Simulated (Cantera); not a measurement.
Charge: 1 mol Si, 2.6 mol Br2, 0.99 mol N2, equilibrated at 602 °C and 4.10 Pa.

These are equilibrium values from Cantera (NASA tables, ideal gas, pure condensed phases), not measurements of a reactor. Candidate condensed phases: Br2, Si, Si3N4; 13 gas species. Kinetics and transport are ignored.

Base state: SiBr4 0.372, N2 0.368, Br2 0.187, Br 0.0721 (mole fractions); condensed: gas only.

### Question
What changes in the equilibrium state with this change: temperature from 602 °C to 277 °C?

### Answer
```
species  before    after
-------  ------  -------
SiBr4     0.372    0.386
N2        0.368    0.382
Br2       0.187    0.232
Br       0.0721  2.96e-5
```
